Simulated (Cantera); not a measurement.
A perfectly stirred reactor is fed with H₂ : O₂ = 0.092 : 1 (molar parts), equivalence ratio 0.046, at 0.0133 bar; it is held at 1450 K, and followed from long to short residence time.

Model: the H2/O2 subset of GRI-Mech 3.0, which has no nitrogen chemistry, integrated in Cantera. Radical loss at walls, strong at low pressure, is not modelled. The temperature is held fixed by assumption; the heat of reaction is taken as removed at once.

```json
[
 {"quantity": "x(H₂) at τ = 19.0 s", "before": "4.87e-5", "after": "4.26e-5"},
 {"quantity": "x(O₂) at τ = 19.0 s", "before": "0.910", "after": "0.911"},
 {"quantity": "x(H₂O₂) at τ = 19.0 s", "before": "1.45e-8", "after": "3.76e-8"},
 {"quantity": "x(HO₂) at τ = 19.0 s", "before": "3.25e-7", "after": "5.64e-7"},
 {"quantity": "x(OH) at τ = 19.0 s", "before": "0.00149", "after": "0.000787"},
 {"quantity": "x(H₂) at τ = 56.0 ms", "before": "0.00149", "after": "0.00144"},
 {"quantity": "x(O₂) at τ = 56.0 ms", "before": "0.877", "after": "0.887"},
 {"quantity": "x(H₂O₂) at τ = 56.0 ms", "before": "6.72e-8", "after": "1.34e-7"},
 {"quantity": "x(HO₂) at τ = 56.0 ms", "before": "2.29e-6", "after": "3.65e-6"},
 {"quantity": "x(OH) at τ = 56.0 ms", "before": "0.00813", "after": "0.00476"}
]
```

Question: Which change was made?
A. H2 0.092 to 0.22 parts
B. pressure from 0.0133 bar to 0.00800 bar
C. temperature 1450 to 1275 K
D. O2 1 to 2.1 parts

Answer: C, temperature 1450 to 1275 K
